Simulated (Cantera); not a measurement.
Cantera with NASA thermochemical tables; ideal gases at 1 bar, condensed phases pure. Values are per mole of reaction as written; species without (g) are pure solids or liquids, kept so even where they would boil at 1 bar. TaC: taken at fixed stoichiometry.

Task: Between 300 and 2650 K, where is each reaction favourable under standard conditions?
- 2 Ta₂O₅ + Ta = 5 TaO₂(g)
- 2 C + TaO₂(g) = TaC + CO₂(g)

Result: 
- 2 Ta₂O₅ + Ta = 5 TaO₂(g): ΔG° is 2766 kJ at 300 K and 666 kJ at 2650 K; it stays positive (K < 1). ΔH° is 2509 kJ and ΔS° 696 J/K at 2650 K.
- 2 C + TaO₂(g) = TaC + CO₂(g): ΔG° is -326 kJ at 300 K and -274 kJ at 2650 K; it stays negative (K > 1). ΔH° is -314 kJ and ΔS° -15 J/K at 2650 K.
